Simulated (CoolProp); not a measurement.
Ethylbenzene at 386.18 K and 0.0227 MPa is throttled through a valve to 0.00168 MPa with no heat exchange. Each further row changes one setting.

Values from CoolProp's reference Helmholtz-energy equation of state, Zhou 2012.

| case | final density (kg/m³) |
|---|---|
| as stated | 0.0557 |
| outlet pressure 0.000504 MPa | 0.0167 |
| outlet pressure 0.00218 MPa | 0.0723 |
